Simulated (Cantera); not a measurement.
Cantera run:

```python
import numpy as np
import cantera as ct

gas_names = """
    F F2 H HF H2 H2F2 H3F3 H4F4 H5F5 H6F6 H7F7 N NF NF2 NF3 NH NH2 NH3 N2 N2H2 N2H4 Si SiF SiF2 SiF3
    SiF4 SiH SiHF3 SiH2 SiH2F2 SiH3 SiH3F SiH4 SiN Si2 Si2N Si3
""".split()
cond_names = """
    Si(cr) Si(L) Si3N4(a)
""".split()


# ... load() reads the species with a 1 bar reference pressure and builds the phases ...
atoms = {
    'Si': {'Si': 1},
    'NF3': {'N': 1, 'F': 3},
    'H2': {'H': 2},
}
top_T = {'Si3N4(a)': 2400}  # K; cautious upper limits of use, not melting points


# ... equilibrate(T, P, feed) seeds the gas with the atoms and calls Mixture.equilibrate('TP', solver="vcs", rtol=1e-11, max_steps=5000) ...
results = []
T = 1248  # K
P = 100000  # Pa
for m in [0.9, 1.1, 1.3, 1.6, 1.9, 2.3, 2.7, 3.3, 4, 4.8, 5.8, 6.9]:
    feed = {'Si': 1, 'NF3': m, 'H2': 74}  # mol
    mix = equilibrate(T, P, feed)
    results.append((T, P, feed, dict(zip(mix.species_names, mix.species_moles))))

top = {s: max(r[3][s] / sum(r[3][g] for g in gas_names) for r in results) for s in gas_names}
cols = sorted((s for s in top if top[s] > 1e-05), key=lambda s: -top[s])[:9]
seen = [c for c in cond_names if any(r[3].get(c, 0) > 1e-12 for r in results)]
print("log10 of partial pressures in bar; condensed amounts in mol")
print(f"{'n(NF3)':>10s}" + "".join(f"{s[:9]:>10s}" for s in cols + seen))
for T, P, feed, n in results:
    ng = sum(n[g] for g in gas_names)
    print(f"{feed['NF3']:10.4g}" + "".join(f"{np.log10(max(n[s] / ng * P / 1e5, 1e-99)):10.3f}" for s in cols)
          + "".join(f"{n.get(c, 0):10.4g}" for c in seen))
```

It prints:

```
log10 of partial pressures in bar; condensed amounts in mol
    n(NF3)        H2        HF        N2      SiF4     SiHF3      SiF3    SiH2F2       NH3  Si3N4(a)
       0.9    -0.006    -3.119    -2.509    -2.080    -3.224    -4.215    -4.682    -5.075    0.1087
       1.1    -0.008    -3.053    -2.242    -1.991    -3.202    -4.193    -4.728    -4.945    0.0593
       1.3    -0.010    -3.009    -2.079    -1.918    -3.175    -4.165    -4.748    -4.867  0.009636
       1.6    -0.015    -1.976    -1.979    -1.884    -4.180    -5.167    -6.792    -4.825         0
       1.9    -0.021    -1.654    -1.908    -1.886    -4.510    -5.494    -7.449    -4.798         0
       2.3    -0.029    -1.427    -1.829    -1.891    -4.749    -5.729    -7.923    -4.771         0
       2.7    -0.037    -1.281    -1.764    -1.895    -4.907    -5.883    -8.235    -4.750         0
       3.3    -0.049    -1.130    -1.684    -1.901    -5.077    -6.047    -8.569    -4.728         0
         4    -0.063    -1.005    -1.608    -1.909    -5.223    -6.186    -8.853    -4.711         0
       4.8    -0.079    -0.900    -1.537    -1.917    -5.353    -6.308    -9.105    -4.700         0
       5.8    -0.099    -0.800    -1.465    -1.927    -5.483    -6.428    -9.354    -4.694         0
       6.9    -0.121    -0.716    -1.401    -1.939    -5.601    -6.535    -9.578    -4.695         0
```

These are equilibrium values from Cantera (NASA tables, ideal gas, pure condensed phases), not measurements of a reactor. The tables' values for SiF3 are old estimates; treat these amounts as uncertain.
